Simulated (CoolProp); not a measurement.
A single-stage vapour-compression cycle with cis-2-butene: evaporating at 275.15 K (dew point), condensing at 336.15 K (bubble point), superheat 8 K, subcooling 8 K, compressor efficiency 0.85, no pressure losses. Each further row changes one setting.

The numbers come from the reference Helmholtz-energy equation of state, Lemmon 2005 in CoolProp. It is a short technical equation, of lower accuracy than the large ones.

```tsv
case	cooling COP	pressure ratio	discharge temperature (K)	refrigerating effect (kJ/kg)	volumetric capacity (kJ/m³)
as stated	3.19	6.58	355.8	307	719
evaporating temperature 280.15 K	…	5.44	…	313	875
condensing temperature 331.15 K	…	…	…	319	747
subcooling 13 K	…	6.58	355.8	319	747
superheat 18 K	3.21	6.58	365.8	…	…
compressor efficiency 0.75	2.82	6.58	362.8	307	719
```

Fill in the missing entries.


- evaporating temperature 280.15 K, cooling COP: 3.61
- evaporating temperature 280.15 K, discharge temperature (K): 354.0
- condensing temperature 331.15 K, cooling COP: 3.56
- condensing temperature 331.15 K, pressure ratio: 5.80
- condensing temperature 331.15 K, discharge temperature (K): 350.7
- subcooling 13 K, cooling COP: 3.32
- superheat 18 K, refrigerating effect (kJ/kg): 322
- superheat 18 K, volumetric capacity (kJ/m³): 724
